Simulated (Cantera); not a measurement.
What does this Cantera script print?

```python
import numpy as np
import cantera as ct

gas_names = """
    Fe FeO Fe(OH)2 H HNO HNO2 HNO3 HO2 H2 H2O H2O2 N NH NH2 NH3 NH2OH NO NO2 NO3 N2 N2H2 N2H4 N2O O OH
    O2 O3
""".split()
cond_names = """
    Fe(a) Fe(c) Fe(d) Fe(L) FeO(s) FeO(L) Fe(OH)2(s) Fe(OH)3(s) Fe2O3(s) Fe3O4(s) H2O(s) H2O(L)
""".split()


# ... load() reads the species with a 1 bar reference pressure and builds the phases ...
atoms = {
    'Fe2O3': {'Fe': 2, 'O': 3},
    'H2': {'H': 2},
    'N2': {'N': 2},
}
top_T = {'Fe2O3(s)': 1830, 'Fe3O4(s)': 1870}  # K; cautious upper limits of use, not melting points


# ... equilibrate(T, P, feed) seeds the gas with the atoms and calls Mixture.equilibrate('TP', solver="vcs", rtol=1e-11, max_steps=5000) ...
results = []
feed = {'Fe2O3': 1, 'H2': 1300, 'N2': 23}  # mol
T = 1223  # K
P = 130000  # Pa
mix = equilibrate(T, P, feed)
results.append((T, P, feed, dict(zip(mix.species_names, mix.species_moles))))
x = sorted(zip(gas.X, gas.species_names), reverse=True)
print(f"T = {T:g} K  P = {P:g} Pa  gas = {mix.phase_moles(0):.4g} mol")
print("   x: " + "  ".join(f"{s} {v:.3e}" for v, s in x if v > 1e-05))
print("   condensed (mol): " + ("  ".join(f"{mix.phase(i).name} {mix.phase_moles(i):.4g}"
      for i in range(1, mix.n_phases) if mix.phase_moles(i) > 1e-12) or "none"))
```

Result:

```
T = 1223 K  P = 130000 Pa  gas = 1323 mol
   x: H2 9.803e-01  N2 1.737e-02  H2O 2.268e-03  NH3 2.860e-05
   condensed (mol): Fe(c) 2
```

Method: chemical equilibrium by Gibbs-energy minimisation in Cantera with the NASA 1993 tables (ideal gas, pure condensed phases).
